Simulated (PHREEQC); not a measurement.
Dissolve 0.04 mol/kgw H2SO4 and 5.9e-05 mol/kgw CuSO4 at 25 °C. Closed to the air; pH follows from the charge balance.

Model: ion-association model, wateq4f.dat, run in PHREEQC.

```tsv
quantity	before	after
pH	1.36	1.10
ionic strength (mol/kgw)	0.0645	0.115
HSO4- (mol/kgw)	0.0278	0.0626
SO4-2 (mol/kgw)	0.0122	0.0174
CuSO4 (mol/kgw)	1.90e-5	1.90e-5
SI of Chalcanthite (CuSO4:5H2O)	-4.39	-4.39
SI of Tenorite (CuO)	-9.65	-10.24
```

What was changed between the two runs?
(A) H2SO4 from 0.04 to 0.08 mol/kgw
(B) CuSO4 from 5.9e-05 to 0.000295 mol/kgw
(C) H2SO4 left out
(D) H2SO4 from 0.04 to 0.02 mol/kgw
(E) diluted 5-fold with water

A, H2SO4 from 0.04 to 0.08 mol/kgw

No solid was allowed to form.
